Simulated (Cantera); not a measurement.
Input (Python, Cantera) and output of one run.

```python
import numpy as np
import cantera as ct

gas_names = """
    AL ALH ALN ALO ALOH ALO2 ALO2H AL2 AL2O AL2O2 H HALO HNO HNO2 HNO3 HO2 H2 H2O H2O2 N NH NH2 NH3
    NH2OH NO NO2 NO3 N2 N2H2 N2H4 N2O O OH O2 O3
""".split()
cond_names = """
    AL(cr) AL(L) ALN(s) AL2O3(a) AL2O3(L) H2O(s) H2O(L)
""".split()


# ... load() reads the species with a 1 bar reference pressure and builds the phases ...
atoms = {
    'Al': {'AL': 1},
    'N2O': {'N': 2, 'O': 1},
    'H2': {'H': 2},
}
top_T = {'ALN(s)': 2750}  # K; cautious upper limits of use, not melting points


# ... equilibrate(T, P, feed) seeds the gas with the atoms and calls Mixture.equilibrate('TP', solver="vcs", rtol=1e-11, max_steps=5000) ...
results = []
T = 1450  # K
P = 42  # Pa
for m in [0.79, 1.3, 2.1, 3.3, 5.3, 8.6, 14]:
    feed = {'Al': 1, 'N2O': m, 'H2': 120}  # mol
    mix = equilibrate(T, P, feed)
    results.append((T, P, feed, dict(zip(mix.species_names, mix.species_moles))))

top = {s: max(r[3][s] / sum(r[3][g] for g in gas_names) for r in results) for s in gas_names}
cols = sorted((s for s in top if top[s] > 1e-05), key=lambda s: -top[s])[:5]
seen = [c for c in cond_names if any(r[3].get(c, 0) > 1e-12 for r in results)]
print("log10 of partial pressures in bar; condensed amounts in mol")
print(f"{'n(N2O)':>10s}" + "".join(f"{s[:9]:>10s}" for s in cols + seen))
for T, P, feed, n in results:
    ng = sum(n[g] for g in gas_names)
    print(f"{feed['N2O']:10.4g}" + "".join(f"{np.log10(max(n[s] / ng * P / 1e5, 1e-99)):10.3f}" for s in cols)
          + "".join(f"{n.get(c, 0):10.4g}" for c in seen))
```

Result:

```
log10 of partial pressures in bar; condensed amounts in mol
    n(N2O)        H2        N2       H2O         H        AL    ALN(s)  AL2O3(a)
      0.79    -3.379    -5.714   -10.005    -6.714    -8.117    0.4709    0.2633
       1.3    -3.381    -5.369    -9.892    -6.715    -8.289    0.1317    0.4333
       2.1    -3.387    -5.141    -5.685    -6.718   -14.608         0       0.5
       3.3    -3.395    -4.949    -5.213    -6.722   -15.330         0       0.5
       5.3    -3.410    -4.751    -4.895    -6.729   -15.828         0       0.5
       8.6    -3.433    -4.552    -4.635    -6.741   -16.254         0       0.5
        14    -3.473    -4.358    -4.407    -6.761   -16.654         0       0.5
```

Equilibrium computed with Cantera from the NASA thermochemical tables; the gas is ideal and each condensed phase is pure. Mutual solubility and eutectic melting of coexisting phases are not modelled.
